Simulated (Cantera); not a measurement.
Feed: 1 mol acetone, 0.49 mol CO2, 0.17 mol N2, at 0.00670 bar.

These are equilibrium values from Cantera (NASA tables, ideal gas, pure condensed phases), not measurements of a reactor. Candidate condensed phases: C, C6H6, C7H8, C8H18, H2O; 136 gas species. The feed counts by its element totals alone. The numbers say what is thermodynamically allowed, not how fast it happens.

x: gas mole fraction; n: condensed amount in mol.

```tsv
T (K)	x H2	x CO	x H	x N2	x HCN	x C2H2 (acetylene)	x HNC	n C(graphite)
1248	0.582	0.384	4.35e-6	0.0330	1.72e-5	1.42e-7	1.09e-7	1.51
1348	0.582	0.384	2.16e-5	0.0330	4.44e-5	7.00e-7	4.33e-7	1.51
1448	0.582	0.384	8.59e-5	0.0330	0.000100	2.77e-6	1.42e-6	1.51
1548	0.582	0.384	0.000287	0.0329	0.000203	9.13e-6	3.99e-6	1.51
1648	0.582	0.384	(withheld)	0.0328	(withheld)	(withheld)	(withheld)	1.51
1748	0.580	0.384	0.00213	0.0326	0.000651	6.55e-5	2.19e-5	1.51
1848	0.578	0.384	0.00492	0.0324	0.00105	0.000149	4.45e-5	1.50
1948	0.573	0.382	0.0105	0.0320	0.00162	0.000309	8.34e-5	1.50
2048	0.564	0.381	(withheld)	0.0314	(withheld)	(withheld)	(withheld)	1.49
2148	0.550	0.377	0.0378	0.0306	0.00329	0.00105	0.000240	1.48
```

Q: Complete the blanks.

A: 
- 1648, x H: 0.000830
- 1648, x HCN: 0.000377
- 1648, x C2H2 (acetylene): 2.60e-5
- 1648, x HNC: 9.85e-6
- 2048, x H: 0.0206
- 2048, x HCN: 0.00236
- 2048, x C2H2 (acetylene): 0.000592
- 2048, x HNC: 0.000146
